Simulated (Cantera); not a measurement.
## Ignition delay

Mixture: 38.3 % H₂, 10.7 % O₂, 39.9 % N₂, 11.1 % H₂O, equivalence ratio 1.8, at 10.0 bar, adiabatic and at constant volume. Ignition delay is the time to a rise of 400 K.

Model: the H2/O2 subset of GRI-Mech 3.0, which has no nitrogen chemistry, integrated in Cantera. The hydrogen kinetics of GRI-Mech 3.0 are dated; newer H2 mechanisms differ, most at raised pressure.

```
T0 (K)  delay (ms)
------  ----------
1000          7.40
1075          1.62
1150         0.411
1225         0.109
1300        0.0270
1375       0.00681
1450       0.00297
1525       0.00185
```
